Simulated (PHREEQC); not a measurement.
Make-up at 55 °C: 0.032 mol/kgw CuCl2 and 0.00092 mol/kgw HBF4. Closed to the air; pH follows from the charge balance.

Model: ion-association model, phreeqc.dat, run in PHREEQC.

### Question
The ionic strength comes out as 0.0844 mol/kgw. What activity coefficients do BF4-, BF3OH-, HF2-, Cl-, Cu+2 get?

### Answer
BF4- 0.78, BF3OH- 0.78, HF2- 0.78, Cl- 0.77, Cu+2 0.40.

This is a speciation only: nothing precipitates in the calculation. Species that the database lacks are ignored. Away from 25 °C the constants follow the database's enthalpies or fits; those with neither stay at their 25 °C values. Real BF4- forms and hydrolyses slowly; the run takes it at equilibrium.
